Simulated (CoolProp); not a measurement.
Saturated liquid density (kg/m³) of methane: the reference equation beside estimates from Tc = -82.6 °C, pc = 4.599 MPa, ω = 0.011. Rackett uses Z = 0.29056 − 0.08775 ω.

Values from CoolProp's reference Helmholtz-energy equation of state, Setzmann 1991.

```
T (°C)   reference  Rackett  van der Waals  Redlich-Kwong  Soave-Redlich-Kwong  Peng-Robinson
-------  ---------  -------  -------------  -------------  -------------------  -------------
-146.35      399.2    398.1          273.6          399.1                394.2          445.9
-142.15      392.4    391.2          268.7          390.5                385.9          436.7
-137.95      385.3    384.1          263.6          381.4                377.3          427.1
-133.75      377.9    376.7          258.3          371.9                368.2          417.0
-129.65      370.5    369.2          252.8          362.2                358.9          406.5
-125.45      362.5    361.2          247.0          351.7                348.7          395.1
-121.25      354.0    352.9          240.8          340.6                338.0          383.0
-117.05      345.1    344.0          234.3          328.9                326.6          370.0
-112.85      335.6    334.6          227.3          316.3                314.4          356.1
-108.65      325.4    324.5          219.8          302.8                301.3          340.9
-104.45      314.2    313.6          211.7          288.2                287.0          324.3
-100.25      301.8    301.4          202.7          272.2                271.3          306.0
```

Absolute difference from the reference over all 12 rows, mean and median: Rackett 0.3 and 0.3 %, van der Waals 32.0 and 31.9 %, Redlich-Kwong 4.0 and 3.4 %, Soave-Redlich-Kwong 4.7 and 4.2 %, Peng-Robinson 7.8 and 8.6 %.
